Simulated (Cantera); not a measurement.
Diamond growth

A diamond (100) surface in a fixed gas of H2 with x(CH4) = 0.019, x(H) = 0.0087, x(CH3) = 0.00065, 0.0530 bar; coverages are run to steady state.

Cantera simulation using the Harris–Goodwin 1993 mechanism for the reconstructed diamond (100) surface; the numbers are that mechanism's predictions, not measurements.

| T (K) | growth (µm/h) | θ c6HH | θ c6H* | θ c6*H | θ c6** | θ c6HM |
|---|---|---|---|---|---|---|
| 925 | 11.6 | 0.624 | 0.0115 | 0.293 | 0.00501 | 0.0522 |
| 975 | 15.1 | 0.586 | 0.0153 | 0.335 | 0.00754 | 0.0421 |
| 1025 | 18.6 | 0.548 | 0.0197 | 0.374 | 0.0108 | 0.0336 |
| 1075 | 21.4 | 0.512 | 0.0245 | 0.410 | 0.0150 | 0.0258 |
| 1125 | 21.8 | 0.480 | 0.0297 | 0.442 | 0.0200 | 0.0181 |
| 1175 | 18.8 | 0.449 | 0.0351 | 0.472 | 0.0259 | 0.0108 |
| 1225 | 14.1 | 0.421 | 0.0408 | 0.496 | 0.0327 | 0.00535 |
| 1275 | 10.5 | 0.393 | 0.0463 | 0.515 | 0.0401 | 0.00235 |
| 1325 | 8.81 | 0.368 | 0.0517 | 0.530 | 0.0480 | 0.000978 |
| 1375 | 8.36 | 0.345 | 0.0570 | 0.540 | 0.0563 | 0.000401 |
θ: site fractions in the mechanism's names (c6HH fully hydrogenated, c6H* and c6*H radical sites, c6** diradical, c6HM methylated).
